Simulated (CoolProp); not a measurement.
A simple Rankine cycle with c-C4F8 (RC318): condensing at 322.15 K, boiler at 2.3 MPa, turbine inlet 383.9 K, turbine efficiency 0.85, pump efficiency 0.6, no recuperator. Each further row changes one setting.

Values from CoolProp's reference Helmholtz-energy equation of state, Platzer 1990. This equation is an older, rougher fit; its heat capacities, sound speeds and derivatives of the liquid may be far off and weren't checked against measurements.

```
case                             thermal efficiency (%)  net work (kJ/kg)  heat in (kJ/kg)  turbine exit temperature (K)  volume ratio over the turbine
-------------------------------  ----------------------  ----------------  ---------------  ----------------------------  -----------------------------
as stated                                           8.3              10.4              125                         347.0                           5.03
turbine inlet 403.9 K                               8.3              12.4              151                         372.5                           4.36
condensing temperature 314.15 K                     9.5              12.7              135                         342.8                           6.36
boiler pressure 1.61 MPa                            6.6              9.08              138                         362.5                           2.86
turbine efficiency 0.75                             7.2              8.98              125                         348.6                           5.07
```
